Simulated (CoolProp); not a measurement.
Saturation properties of carbonyl sulfide (Tc = 378.8 K, pc = 6369 kPa, ω = 0.098).

The numbers come from the reference Helmholtz-energy equation of state, Lemmon 2006 in CoolProp. It is a short technical equation, of lower accuracy than the large ones.

```json
[
 {"T (K)": "258.9", "p (kPa)": "415.3", "enthalpy of vaporisation (kJ/kg)": "282.5", "vapour Z": "0.9241", "surface tension (mN/m)": "14.4"},
 {"T (K)": "265.5", "p (kPa)": "514.4", "enthalpy of vaporisation (kJ/kg)": "277.0", "vapour Z": "(withheld)", "surface tension (mN/m)": "13.3"},
 {"T (K)": "272.2", "p (kPa)": "632.1", "enthalpy of vaporisation (kJ/kg)": "271.1", "vapour Z": "0.8986", "surface tension (mN/m)": "(withheld)"},
 {"T (K)": "278.8", "p (kPa)": "766.5", "enthalpy of vaporisation (kJ/kg)": "265.0", "vapour Z": "0.8842", "surface tension (mN/m)": "11.1"},
 {"T (K)": "285.5", "p (kPa)": "923.3", "enthalpy of vaporisation (kJ/kg)": "(withheld)", "vapour Z": "(withheld)", "surface tension (mN/m)": "10.1"},
 {"T (K)": "292.1", "p (kPa)": "1099", "enthalpy of vaporisation (kJ/kg)": "251.7", "vapour Z": "0.8515", "surface tension (mN/m)": "9.10"},
 {"T (K)": "298.8", "p (kPa)": "1302", "enthalpy of vaporisation (kJ/kg)": "244.4", "vapour Z": "0.8330", "surface tension (mN/m)": "8.12"},
 {"T (K)": "305.4", "p (kPa)": "1527", "enthalpy of vaporisation (kJ/kg)": "(withheld)", "vapour Z": "0.8133", "surface tension (mN/m)": "7.20"},
 {"T (K)": "312.1", "p (kPa)": "1783", "enthalpy of vaporisation (kJ/kg)": "228.3", "vapour Z": "0.7917", "surface tension (mN/m)": "6.29"},
 {"T (K)": "318.7", "p (kPa)": "2064", "enthalpy of vaporisation (kJ/kg)": "(withheld)", "vapour Z": "0.7687", "surface tension (mN/m)": "5.43"},
 {"T (K)": "325.4", "p (kPa)": "2381", "enthalpy of vaporisation (kJ/kg)": "209.7", "vapour Z": "0.7434", "surface tension (mN/m)": "4.60"}
]
```

Q: What belongs in the gaps?

A: 
- 265.5, vapour Z: 0.9120
- 272.2, surface tension (mN/m): 12.2
- 285.5, enthalpy of vaporisation (kJ/kg): 258.5
- 285.5, vapour Z: 0.8684
- 305.4, enthalpy of vaporisation (kJ/kg): 236.7
- 318.7, enthalpy of vaporisation (kJ/kg): 219.4

It boils at 223.0 K under 1 atm.

Surface tension comes from a separate correlation (Mulero 2012).
